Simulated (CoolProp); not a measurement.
Properties of water along the isotherm 1000 K.

Values from CoolProp's reference Helmholtz-energy equation of state, Wagner 2002.

```tsv
p (kPa)	phase	density (kg/m³)	cp (kJ/(kg K))	Joule-Thomson coefficient (K/MPa)
34.9	gas	0.07563	2.291	2.389
56.4	gas	0.1222	2.291	2.389
91.1	gas	0.1974	2.292	2.389
147	gas	0.3186	2.293	2.388
238	gas	0.5160	2.294	2.388
384	gas	0.8329	2.296	2.387
620	gas	1.346	2.299	2.386
1000	gas	2.172	2.305	2.384
1620	gas	3.525	2.314	2.380
2620	gas	5.715	2.328	2.375
4230	gas	9.266	2.352	2.365
6830	gas	15.06	2.391	2.348
11000	gas	24.53	2.456	2.316
```
